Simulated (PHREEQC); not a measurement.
Solution (20 °C): 0.013 mol KOH, 0.02 mol CO2 and 0.0084 mol (CH3)4NCl per kg of water. Closed to the air; pH follows from the charge balance.

Computed with PHREEQC (ion-association model, phreeqc.dat).

This is a speciation only: nothing precipitates in the calculation.

**Question.** Estimate the pH.

**Answer.** pH 6.59.

**Question.** In which forms is C present?

**Answer.** HCO3- 65 %, CO2 35 % of the C.

Species that the database lacks are ignored. (CH3)4N+ isn't in the database: it is added as a free cation with an ion size of 4 Å.
